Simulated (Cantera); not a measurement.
A closed system holds: 1 mol CuO, 2.2 mol F2, 1.5 mol O2, held at 30.0 Pa.

These are equilibrium values from Cantera (NASA tables, ideal gas, pure condensed phases), not measurements of a reactor. Candidate condensed phases: Cu, CuF2, CuO, Cu2O; 13 gas species. Equilibrium is a limit: real reactors are often held back by kinetics, nucleation or transport. All values below are at 1725 K.

Base state: F 0.496, O2 0.334, CuF 0.0935, CuF2 0.0742, O 0.00194, Cu 1.88e-5 (mole fractions); condensed: gas only.

What changes in the equilibrium state with this change: F2 from 2.2 to 0.8 mol?


```tsv
species	before	after
O2	0.334	0.581
CuF	0.0935	0.242
F	0.496	0.126
CuF2	0.0742	0.0488
Cu	1.88e-5	0.000192
O	0.00194	0.00255
```
